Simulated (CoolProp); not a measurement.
Vapour-liquid equilibrium of R152A (1) + isobutene (2) at 295.7 K; x and y are mole fractions of (1).

Values from CoolProp's multi-fluid Helmholtz-energy mixture model, Outcalt 1996 and Lemmon 2005; pair parameters Bell 2016.

Q: Give the bubble pressure and the first vapour's composition at x = 0.65, 0.8, 0.95. Is there an azeotrope?

A: x = 0.65: 548.4 kPa, y = 0.724; x = 0.8: 562.4 kPa, y = 0.816; x = 0.95: 560.5 kPa, y = 0.943. y crosses x between x = 0.8 and 0.95: the model has an azeotrope there.

Pair parameters are fitted to limited data, so mixtures are less certain than the pure fluids.
